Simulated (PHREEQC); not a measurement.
Synthetic water in mg/kgw, 25 °C, pH 5.97, pe 12.1:

```csv
constituent,mg/kgw
Na,0.283
K,0.179
Ca,1.08
Mg,0.364
Cl,1.69
S(6) as SO4,1.85
Alkalinity as HCO3,0.838
Pb,0.0367
O(0) (dissolved oxygen),0.000897
Cd,0.00418
N(5) as NO3,0.00315
Ba,0.0333
Cu(2),0.00252
```

Valence states are taken as typed.

All values are PHREEQC results (ion-association model, phreeqc.dat), not measurements.

Each row changes one thing in this solution. No solid was allowed to form.

```
case                                             CO2 (mol/kgw)  HCO3- (mol/kgw)  Pb+2 (mol/kgw)  CaSO4 (mol/kgw)  MgSO4 (mol/kgw)  Cu+2 (mol/kgw)  SI of Pb(OH)2 (Pb(OH)2)  SI of Anglesite (PbSO4)
-----------------------------------------------  -------------  ---------------  --------------  ---------------  ---------------  --------------  -----------------------  -----------------------
as made                                                3.51e-5          1.48e-5         1.69e-7          8.12e-8          5.94e-8         3.81e-8                    -3.01                    -3.75
all concentrations times 2 at the same typed pH        6.74e-5          2.86e-5         3.28e-7          3.07e-7          2.24e-7         7.54e-8                    -2.73                    -3.19
Cd from 0.00418 to 0.0125 mg/kgw                       3.51e-5          1.48e-5         1.69e-7          8.12e-8          5.94e-8         3.81e-8                    -3.01                    -3.75
pH from 5.97 to 6.47 at the same alkalinity            1.05e-5          1.40e-5         1.60e-7          8.12e-8          5.94e-8         3.25e-8                    -2.03                    -3.78
pH from 5.97 to 6.97 at the same alkalinity            3.23e-6          1.36e-5         1.37e-7          8.12e-8          5.94e-8         1.39e-8                    -1.10                    -3.84
```

The database's constant for dissolved Cu(OH)2 is higher than later reviews accept.
